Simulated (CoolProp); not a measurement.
A simple Rankine cycle with R245fa: condensing at 309.15 K, boiler at 1.56 MPa, turbine inlet 422.7 K, turbine efficiency 0.65, pump efficiency 0.7, no recuperator. Each further row changes one setting.

Computed with CoolProp (reference Helmholtz-energy equation of state, Akasaka 2015).

| case | thermal efficiency (%) | net work (kJ/kg) | heat in (kJ/kg) | turbine exit temperature (K) | volume ratio over the turbine |
|---|---|---|---|---|---|
| as stated | 9.5 | 26.9 | 283 | 381.7 | 7.50 |
| condensing temperature 301.15 K | 10.5 | 30.8 | 293 | 377.1 | 9.87 |
| boiler pressure 1.09 MPa | 8.0 | 23.2 | 289 | 391.4 | 5.04 |
| turbine efficiency 0.55 | 8.0 | 22.5 | 283 | 385.9 | 7.59 |
